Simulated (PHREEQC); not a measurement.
Model water analysis in mmol/kgw, 20 °C, pH 8.4, pe 10.4: Na 0.341; K 0.175; Ca 0.205; Mg 0.241; Cl 0.387; S(6) 0.451; Alkalinity (meq/kgw) 0.123; Pb 0.0265; N(5) 0.00175; O(0) (counted as O atoms) 0.000294.

Valence states are taken as typed.

The numbers come from PHREEQC with the ion-association model, phreeqc.dat.

This is a speciation only: nothing precipitates in the calculation.

Problem. Order these C species by the share of C that they hold, largest first: CO3-2, CaCO3, CO2, HCO3-, PbCO3.

Solution. HCO3- (79 %), PbCO3 (18 %), CO3-2 (0.98 %), CO2 (0.72 %), CaCO3 (0.20 %)

The pH is 8.40 and the ionic strength 0.00220 mol/kgw. The solution is supersaturated, for example in Pb(OH)2, Cerussite, so a real one may precipitate; this is no full list. Species that the database lacks are ignored.
